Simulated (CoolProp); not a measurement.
Vapour-liquid equilibrium of R134a (1) + cyclopropane (2) at 1.7 MPa; x and y are mole fractions of (1).

Computed with CoolProp (multi-fluid Helmholtz-energy mixture model, Tillner-Roth 1994 and Polt 1992; pair parameters Bell 2016). This equation is an older, rougher fit; its heat capacities, sound speeds and derivatives of the liquid may be far off and weren't checked against measurements.

```tsv
x	bubble temperature (°C)	y at the bubble point	dew temperature at overall composition x (°C)	liquid density (mol/L)
0.05	57.0	0.100	58.7	13.12
0.2	51.2	0.287	53.6	12.59
0.35	49.0	0.397	49.7	12.04
0.5	48.6	0.487	48.7	11.56
0.65	49.6	0.584	50.9	11.17
0.8	52.4	0.716	54.6	10.82
0.95	57.9	0.913	59.0	10.44
```

y crosses x between x = 0.35 and 0.5: the model has an azeotrope there.

The pair parameters rest on a limited set of measurements; away from them the model extrapolates.
